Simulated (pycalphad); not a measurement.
CALPHAD calculation (pycalphad, COST 507 light-alloy database (1999)), 1 atm. These are 1990s assessments: newer ones move some temperatures and phases. Phase fractions are per mole of atoms.

Task: Compare equilibrium and Scheil-Gulliver solidification of Ti-11C (wt.%).

Result: Both start at the liquidus, 2978 °C. In full equilibrium the last liquid goes at 2298 °C (range 680 K), and at 2277 °C the alloy holds FCC_A1. With no diffusion in the solid (Scheil-Gulliver, steps of 4 K) the liquid lasts to an invariant point at 1652 °C (range 1326 K), where the last 0.14 of it freezes; the solid then holds FCC_A1 0.86, BCC_A2 0.14.

```json
[
 {"last step ahead of the change, T (°C)": "2978", "liquid left there": "1.00", "liquid composition there (wt.%)": "11.0 C", "solids forming below it": "FCC_A1"},
 {"last step ahead of the change, T (°C)": "1652", "liquid left there": "0.14", "liquid composition there (wt.%)": "0.80 C", "solids forming below it": "BCC_A2 + FCC_A1"}
]
```
Solids once formed stay as they are in this model, so peritectic reactions do not proceed; the changes are located to one step.

FCC_A1 is fcc; BCC_A2 is bcc. The fcc model also describes the rock-salt carbide or nitride (TiC, TiN, HfC).
